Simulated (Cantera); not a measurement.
## NH3 + O2 (abatement and gas-phase synthesis)

Feed: 1 mol NH3, 0.28 mol O2, at 1 atm.

Equilibrium computed with Cantera from the NASA thermochemical tables; the gas is ideal and each condensed phase is pure. Candidate condensed phases: H2O; 47 gas species. Ions and electrons are included (thermal ionisation). Equilibrium is a limit: real reactors are often held back by kinetics, nucleation or transport.

From 2000 K to 5000 K nothing is condensed.

```tsv
T (K)	log p H	log p H2	log p H2O	log p N2	log p O	log p OH	log p N
2000	-2.95	-0.32	-0.55	-0.60	-6.94	-4.18	-9.34
2500	-1.77	-0.33	-0.55	-0.60	-4.29	-2.67	-6.83
3000	-0.99	-0.39	-0.62	-0.63	-2.53	-1.71	-5.17
3500	-0.50	-0.54	-0.96	-0.72	-1.45	-1.25	-4.01
4000	-0.24	-0.89	-1.82	-0.84	-1.01	-1.41	-3.17
4500	-0.16	-1.39	-2.95	-0.89	-0.90	-1.87	-2.49
5000	-0.14	-1.89	-4.02	-0.92	-0.88	-2.36	-1.94
```
log p: log10 of the partial pressure in bar; nothing condenses.
